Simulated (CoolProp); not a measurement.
Normal hydrogen at 298.15 K and 0.543 MPa flows at 0.33 m/s in a round tube of 6 mm bore and 1.5 µm roughness, fully developed (64/Re and Nu = 3.66 if laminar; Colebrook and Gnielinski if turbulent). Each further row changes one setting.

Model: reference Helmholtz-energy equation of state, Leachman 2009, in CoolProp.

```json
[
 {"case": "as stated", "Reynolds number": "97.9", "Darcy friction factor": "0.654", "pressure drop (Pa/m)": "2.61", "heat-transfer coefficient (W/(m² K))": "114", "mass flow (kg/h)": "0.0148"},
 {"case": "velocity 0.66 m/s", "Reynolds number": "196", "Darcy friction factor": "0.327", "pressure drop (Pa/m)": "5.22", "heat-transfer coefficient (W/(m² K))": "114", "mass flow (kg/h)": "0.0296"},
 {"case": "diameter 12 mm", "Reynolds number": "196", "Darcy friction factor": "0.327", "pressure drop (Pa/m)": "0.653", "heat-transfer coefficient (W/(m² K))": "56.9", "mass flow (kg/h)": "0.0591"}
]
```

Viscosity comes from a separate model (Muzny 2013). Thermal conductivity comes from a separate model (Assael 2011).
